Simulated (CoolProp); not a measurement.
A simple Rankine cycle with R11: condensing at 320.15 K, boiler at 0.957 MPa, turbine inlet 395.3 K, turbine efficiency 0.8, pump efficiency 0.8, no recuperator. Each further row changes one setting.

Values from CoolProp's reference Helmholtz-energy equation of state, Jacobsen 1992.

| case | thermal efficiency (%) | net work (kJ/kg) | heat in (kJ/kg) | turbine exit temperature (K) | volume ratio over the turbine |
|---|---|---|---|---|---|
| as stated | 11.0 | 23.1 | 211 | [?] | 4.31 |
| turbine inlet 415.3 K | 11.0 | 24.9 | 225 | 363.8 | 4.25 |
| condensing temperature 312.15 K | 12.3 | 26.8 | 218 | 336.7 | 5.44 |
| boiler pressure 0.67 MPa | 8.7 | 18.6 | [?] | 357.6 | 2.98 |
| turbine efficiency 0.7 | 9.6 | [?] | 211 | 348.5 | 4.38 |

Q: Complete the blanks.

A: 
- as stated, turbine exit temperature (K): 343.9
- boiler pressure 0.67 MPa, heat in (kJ/kg): 215
- turbine efficiency 0.7, net work (kJ/kg): 20.1
